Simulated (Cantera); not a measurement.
An isothermal, constant-pressure homogeneous reactor starts with NH3 : H2 = 1 : 15 (molar parts), at 1850 K and 0.0380 bar. Integrator tolerance rtol = 1e-08.

Computed with Cantera and the gas-phase N/H chemistry of the illustrative SiF4/NH3 mechanism in the Surface Chemkin manual (1991). Walls and surfaces, which speed up NH3 decomposition in real reactors, are not modelled.

```
quantity                                             before                                    after
-----------------  ----------------------------------------  ---------------------------------------
x(NH3) at 3.00 s     0.0359 (gas-phase equilibrium 1.62e-7)  9.56e-7 (gas-phase equilibrium 8.80e-8)
x(H2) at 3.00 s         0.951 (gas-phase equilibrium 0.968)      0.943 (gas-phase equilibrium 0.943)
x(H) at 3.00 s     0.000706 (gas-phase equilibrium 0.00274)    0.0282 (gas-phase equilibrium 0.0282)
x(N2H4) at 3.00 s   3.50e-10 (gas-phase equilibrium <1e-12)    <1e-12 (gas-phase equilibrium <1e-12)
x(N2H2) at 3.00 s    7.49e-8 (gas-phase equilibrium <1e-12)    <1e-12 (gas-phase equilibrium <1e-12)
x(N2) at 3.00 s       0.0125 (gas-phase equilibrium 0.0294)    0.0290 (gas-phase equilibrium 0.0290)
x(NH2) at 3.00 s    7.30e-5 (gas-phase equilibrium 1.26e-9)  8.86e-8 (gas-phase equilibrium 8.16e-9)
```

Q: What was changed between the two runs?
A) pressure from 0.0380 bar to 0.0267 bar
B) pressure from 0.0380 bar to 0.590 bar
C) temperature 1850 to 2200 K
D) pressure from 0.0380 bar to 0.133 bar

A: C, temperature 1850 to 2200 K
